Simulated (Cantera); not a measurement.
Input: 1 mol FeS, 0.23 mol SO3, a varied amount of O2, held at 850 K and 2.30 bar.

Equilibrium computed with Cantera from the NASA thermochemical tables; the gas is ideal and each condensed phase is pure. Candidate condensed phases: Fe, FeO, FeS, FeSO4, FeS2, Fe2O3, Fe2(SO4)3, Fe3O4, S; 12 gas species. Gases not in the tables: S3 to S7. The numbers say what is thermodynamically allowed, not how fast it happens.

**Question.** Which condensed phases are stable at each of these points (n(O2) (mol)): 0.5, 1.4, 2.3, 3.1, 4, 4.9, 5.8, 6.7, 7.5, 8.4, 9.3?

**Answer.** 
```csv
n(O2) (mol),condensed phases,Fe condensed (%)
0.5,FeS2(s) + Fe3O4(s),100.0
1.4,FeS2(s) + Fe3O4(s),100.0
2.3,Fe2O3(s) + Fe2(SO4)3(s),100.0
3.1,Fe2O3(s) + Fe2(SO4)3(s),100.0
4,Fe2O3(s) + Fe2(SO4)3(s),100.0
4.9,Fe2O3(s) + Fe2(SO4)3(s),100.0
5.8,Fe2O3(s) + Fe2(SO4)3(s),100.0
6.7,Fe2O3(s) + Fe2(SO4)3(s),100.0
7.5,Fe2O3(s) + Fe2(SO4)3(s),100.0
8.4,Fe2O3(s) + Fe2(SO4)3(s),100.0
9.3,Fe2O3(s) + Fe2(SO4)3(s),100.0
```

From 0.5 mol O2 to 1.4 mol O2 the condensed part is FeS2(s) + Fe3O4(s). From 2.3 mol O2 to 9.3 mol O2 the condensed part is Fe2O3(s) + Fe2(SO4)3(s).
